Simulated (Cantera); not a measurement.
Cantera run:

```python
import numpy as np
import cantera as ct

gas_names = [...]  # 91 gases of nasa_gas.yaml made of C, Cl, H
cond_names = """
    C(gr) C6H6(L) C7H8(L) C8H18(L),n-octa
""".split()


# ... load() reads the species with a 1 bar reference pressure and builds the phases ...
atoms = {
    'CCl4': {'C': 1, 'CL': 4},
    'CH4': {'C': 1, 'H': 4},
    'H2': {'H': 2},
}
top_T = {'C(gr)': 4500}  # K; cautious upper limits of use, not melting points


# ... equilibrate(T, P, feed) seeds the gas with the atoms and calls Mixture.equilibrate('TP', solver="vcs", rtol=1e-11, max_steps=5000) ...
results = []
feed = {'CCl4': 1, 'CH4': 0.13, 'H2': 1.2}  # mol
P = 23  # Pa
for T in [1250, 1350, 1450, 1550, 1650, 1750, 1850, 1950, 2050, 2150]:
    mix = equilibrate(T, P, feed)
    results.append((T, P, feed, dict(zip(mix.species_names, mix.species_moles))))

top = {s: max(r[3][s] / sum(r[3][g] for g in gas_names) for r in results) for s in gas_names}
cols = sorted((s for s in top if top[s] > 0.001), key=lambda s: -top[s])[:8]
seen = [c for c in cond_names if any(r[3].get(c, 0) > 1e-12 for r in results)]
print("log10 of partial pressures in bar; condensed amounts in mol")
print(f"{'T/K':>10s}" + "".join(f"{s[:9]:>10s}" for s in cols + seen))
for T, P, feed, n in results:
    ng = sum(n[g] for g in gas_names)
    print(f"{T:10.4g}" + "".join(f"{np.log10(max(n[s] / ng * P / 1e5, 1e-99)):10.3f}" for s in cols)
          + "".join(f"{n.get(c, 0):10.4g}" for c in seen))
```

Output:

```
log10 of partial pressures in bar; condensed amounts in mol
       T/K       HCL        CL       CL2         H        H2     C(gr)
      1250    -3.744    -4.490    -4.765   -11.953   -11.275      1.13
      1350    -3.762    -4.300    -5.160   -10.787   -10.329      1.13
      1450    -3.771    -4.232    -5.695    -9.677    -9.305      1.13
      1550    -3.774    -4.214    -6.244    -8.661    -8.319      1.13
      1650    -3.775    -4.209    -6.749    -7.756    -7.428      1.13
      1750    -3.777    -4.204    -7.198    -6.952    -6.638      1.13
      1850    -3.785    -4.191    -7.581    -6.250    -5.963      1.13
      1950    -3.812    -4.156    -7.877    -5.663    -5.444      1.13
      2050    -3.869    -4.094    -8.086    -5.194    -5.100      1.13
      2150    -3.966    -4.024    -8.249    -4.827    -4.905     1.129
```

Cantera equilibrium calculation (NASA polynomials, part measured and part estimated; ideal gas, pure solids and liquids).
